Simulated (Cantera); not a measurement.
Sublimation and decomposition of ceramics: Si3N4 + Si + H2 + CO2

Charge: 1 mol Si3N4, 0.4 mol Si, 0.22 mol H2, 0.00041 mol CO2, held at 2.50 Pa.

Method: chemical equilibrium by Gibbs-energy minimisation in Cantera with the NASA 1993 tables (ideal gas, pure condensed phases). Candidate condensed phases: C, C6H6, C7H8, C8H18, H2O, Si, SiC, SiO2, Si2N2O, Si3N4; 186 gas species. Ions and electrons are included (thermal ionisation). The tables' values for SiN are old estimates; treat these amounts as uncertain. Kinetics and transport are ignored.

```
T (K)   x Si      x N     x N2      x e-     x Si+     x H       x O
-----  -----  -------  -------  --------  --------  ------  --------
3000   0.581  0.00163    0.341  0.000313  0.000313  0.0752   4.09e-7
3500   0.569   0.0252    0.324   0.00355   0.00355  0.0741   3.79e-5
4000   0.500    0.168    0.223    0.0211    0.0211  0.0674  0.000119
4500   0.347    0.399   0.0490    0.0753    0.0753  0.0546  0.000102
5000   0.182    0.414  0.00390     0.177     0.177  0.0464   8.65e-5
```
x: gas mole fraction; nothing condenses.

From 3000 K to 5000 K nothing is condensed. The main Si-bearing gas is Si throughout.
